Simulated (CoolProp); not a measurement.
m-xylene at 444.33 K and 1.1 MPa is throttled through a valve to 0.15 MPa with no heat exchange. Each further row changes one setting.

Computed with CoolProp (reference Helmholtz-energy equation of state, Zhou 2012).

```csv
case,temperature change (K),final phase,final density (kg/m³)
as stated,-16.9,"two-phase, vapour fraction 0.114",39.7
outlet pressure 0.045 MPa,-60.0,"two-phase, vapour fraction 0.359",4.25
outlet pressure 0.195 MPa,-5.9,"two-phase, vapour fraction 0.042",122
```
